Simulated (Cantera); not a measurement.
Cantera run, input and output.

```python
import numpy as np
import cantera as ct

surf = ct.Interface("ptcombust.yaml", "Pt_surf")
gas = surf.adjacent["gas"]
gas.TPX = 825, 71000, {'CO': 0.012, 'O2': 0.023, 'N2': 0.79}
surf.TP = 825, 71000
reactor = ct.FlowReactor(gas, clone=False)
reactor.area = 0.0001  # m2
reactor.surface_area_to_volume_ratio = 350  # 1/m
reactor.mass_flow_rate = 0.38 * reactor.area * gas.density  # inlet velocity 0.38 m/s
reactor.energy_enabled = False
wall = ct.ReactorSurface(surf, reactor, clone=False)
net = ct.ReactorNet([reactor])
net.rtol, net.atol = 1e-8, 1e-16
show, cover = ['CO', 'O2', 'H2O', 'CO2'], ['PT(S)', 'H(S)', 'O(S)', 'OH(S)', 'CO(S)', 'C(S)']

rows = []
print(f"{'z/m':>9s}{'u/(m/s)':>9s}" + "".join(f"{s:>13s}" for s in show + cover))
for z in [0.00021, 0.0004, 0.00078, 0.0015, 0.0029, 0.0056, 0.011, 0.021]:
    net.advance(z)
    rows.append([reactor.speed, *gas[show].X, *surf[cover].coverages])
    print(f"{z:9.4g}{rows[-1][0]:9.3g}" + "".join(f"{x:13.4e}" for x in rows[-1][1:]))
```

It prints:

```
      z/m  u/(m/s)           CO           O2          H2O          CO2        PT(S)         H(S)         O(S)        OH(S)        CO(S)         C(S)
  0.00021    0.379   8.8853e-03   2.5107e-02  -3.3476e-27   5.7017e-03   2.8478e-01   8.3357e-21   8.6494e-03   3.5962e-18   7.0657e-01   1.3332e-10
   0.0004    0.377   7.9938e-04   2.1148e-02  -9.8026e-28   1.3847e-02   1.3929e-01  -4.5082e-23   8.5972e-01  -8.5690e-17   9.8503e-04   9.1459e-16
  0.00078    0.377   1.8400e-04   2.0847e-02  -6.7101e-29   1.4467e-02   1.0431e-01  -3.0769e-23   8.9557e-01  -9.5873e-19   1.2233e-04   8.1648e-17
   0.0015    0.377   2.0561e-05   2.0767e-02   5.5126e-30   1.4631e-02   9.9338e-02   2.6271e-24   9.0065e-01   2.2746e-19   1.2331e-05   7.7941e-18
   0.0029    0.377   3.4194e-07   2.0757e-02   5.9390e-32   1.4652e-02   9.8782e-02   2.8073e-24   9.0122e-01   2.4218e-19   2.0267e-07   1.2730e-19
   0.0056    0.377   1.2944e-10   2.0757e-02   7.1387e-32   1.4652e-02   9.8773e-02   3.6598e-24   9.0123e-01   3.1945e-19   7.6705e-11   4.8176e-23
    0.011    0.377   1.9868e-17   2.0757e-02   8.5491e-34   1.4652e-02   9.8773e-02   3.9491e-24   9.0123e-01   3.4416e-19   8.9855e-19   1.3236e-30
    0.021    0.377  -1.4486e-17   2.0757e-02   3.3941e-34   1.4652e-02   9.8773e-02   5.1968e-24   9.0123e-01   4.5290e-19   2.9818e-28   6.7376e-31
```

Cantera simulation using Deutschmann's 1995 Pt surface mechanism with GRI-Mech 3.0 gas chemistry; the numbers are that mechanism's predictions, not measurements. Catalytic surfaces can have several steady states; this one follows from the mechanism file's or the stated starting coverage. Mass transfer to the wall is taken as infinitely fast.
